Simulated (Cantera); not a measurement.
An adiabatic, constant-pressure homogeneous reactor starts with 18.1 % CO, 15.4 % H₂, 14.0 % O₂, 52.5 % N₂, equivalence ratio 1.2, at 1348 K and 0.720 bar.

Model: GRI-Mech 3.0 (53 species, 325 reactions), integrated in Cantera.

### Question
Predict: time of steepest temperature rise; temperature at 0.200 s; equilibrium temperature; x(CO) at 0.200 s; x(H₂) at 0.200 s; x(O₂) at 0.200 s; x(H₂O) at 0.200 s; x(CO₂) at 0.200 s; x(NO) at 0.200 s.

### Answer
```
Item                                                                 Value
---------------------------------  ---------------------------------------
time of steepest temperature rise                                  38.8 µs
temperature at 0.200 s                                              2741 K
equilibrium temperature                                             2741 K
x(CO) at 0.200 s                       0.101 (gas-phase equilibrium 0.101)
x(H₂) at 0.200 s                     0.0200 (gas-phase equilibrium 0.0200)
x(O₂) at 0.200 s                     0.0193 (gas-phase equilibrium 0.0193)
x(H₂O) at 0.200 s                      0.135 (gas-phase equilibrium 0.135)
x(CO₂) at 0.200 s                      0.100 (gas-phase equilibrium 0.100)
x(NO) at 0.200 s                   0.00881 (gas-phase equilibrium 0.00881)
```
